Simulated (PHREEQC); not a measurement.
Dissolve 150 mmol/kgw ZnSO4, 1.1 mmol/kgw CaCl2, 13 mmol/kgw H2SO4 and 150 mmol/kgw NaCl at 40 °C. Closed to the air; pH follows from the charge balance.

Model: ion-association model, phreeqc.dat, run in PHREEQC.

Precipitation was switched off in this run.

Order these Ca species by the share of Ca that they hold, largest first: Ca+2, CaHSO4+, CaSO4.

Ca+2 (63 %), CaSO4 (34 %), CaHSO4+ (3.2 %)

Order these S species by the share of S that they hold, largest first: Zn(SO4)2-2, HSO4-, ZnSO4, SO4-2, NaSO4-.

SO4-2 (36 %), ZnSO4 (28 %), Zn(SO4)2-2 (20 %), HSO4- (10 %), NaSO4- (5.8 %)

The pH is 2.14 and the ionic strength 0.467 mol/kgw. Complexes and solids missing from the database can't appear. At this temperature some constants are extrapolated from 25 °C, and those without enthalpy data are left unchanged.
